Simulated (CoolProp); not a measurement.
A single-stage vapour-compression cycle with R507A: evaporating at 216.15 K (dew point), condensing at 253.15 K (bubble point), superheat 8 K, subcooling 5 K, compressor efficiency 0.6, no pressure losses. Each further row changes one setting.

Values from CoolProp's reference Helmholtz-energy equation of state, Lemmon 2003. It is a pseudo-pure fit of the blend.

```tsv
case	cooling COP	pressure ratio	discharge temperature (K)	refrigerating effect (kJ/kg)	volumetric capacity (kJ/m³)
as stated	___	5.23	296.8	169	556
evaporating temperature 221.15 K	___	4.03	290.8	___	___
condensing temperature 248.15 K	3.66	4.32	___	176	577
subcooling 10 K	3.21	5.23	296.8	176	577
superheat 18 K	3.08	5.23	___	177	553
compressor efficiency 0.5	2.58	5.23	___	169	556
```

Task: Complete the blanks.

Result: 
- as stated, cooling COP: 3.09
- evaporating temperature 221.15 K, cooling COP: 3.74
- evaporating temperature 221.15 K, refrigerating effect (kJ/kg): 172
- evaporating temperature 221.15 K, volumetric capacity (kJ/m³): 723
- condensing temperature 248.15 K, discharge temperature (K): 288.4
- superheat 18 K, discharge temperature (K): 308.1
- compressor efficiency 0.5, discharge temperature (K): 308.9
